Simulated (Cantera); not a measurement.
Mixture: CH₄ : C₂H₆ : O₂ : N₂ = 1 : 0.055 : 1.37 : 5.15 (molar parts), equivalence ratio 1.6, at 3750 Torr, adiabatic and at constant volume. Ignition delay is the time to a rise of 400 K.

Model: GRI-Mech 3.0 (53 species, 325 reactions), integrated in Cantera.

```
quantity                                                before       after
--------------------------------------------------  ----------  ----------
delay at 1298 K                                        1.17 ms    0.363 ms
delay at 1398 K                                       0.419 ms    0.144 ms
delay at 1498 K                                       0.155 ms     59.3 µs
delay at 1598 K                                        61.3 µs     25.3 µs
delay at 1698 K                                        26.8 µs     11.4 µs
delay at 1798 K                                        13.3 µs     5.61 µs
delay at 1898 K                                        7.41 µs     3.02 µs
apparent activation energy between 1698 and 1898 K  170 kJ/mol  180 kJ/mol
```

Problem. Name the change that produced these shifts.
(A) pressure from 3750 Torr to 15800 Torr
(B) pressure from 3750 Torr to 12800 Torr
(C) pressure from 3750 Torr to 293 Torr
(D) pressure from 3750 Torr to 7500 Torr

Solution. B, pressure from 3750 Torr to 12800 Torr
